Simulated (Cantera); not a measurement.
Feed: 1 mol borazine, 0.17 mol H2O, 73 mol H2, held at 133 Pa.

These are equilibrium values from Cantera (NASA tables, ideal gas, pure condensed phases), not measurements of a reactor. Candidate condensed phases: B, BN, B2O3, B3O3H3, H2O; 39 gas species. The feed counts by its element totals alone. Mutual solubility and eutectic melting of coexisting phases are not modelled. Kinetics and transport are ignored. All values below are at 1275 K.

Base state: H2 0.998, N2 0.000739, HBO 0.000704, HBO2 0.000574, H2O 8.55e-5, B2O3 6.90e-5, H 2.02e-5 (mole fractions); condensed: BN(s) + B2O3(l).

Problem. What changes in the equilibrium state with this change: borazine replaced by BF3?

Solution. 
```tsv
species	before	after
H2	0.998	0.982
BF3	0	0.0108
HF	0	0.00495
BOF	0	0.00227
N2	0.000739	0
BN(s), mol	2.89	0
B2O3(l), mol	0.00171	0
```
The tables' values for BF2 are old estimates; treat these amounts as uncertain.
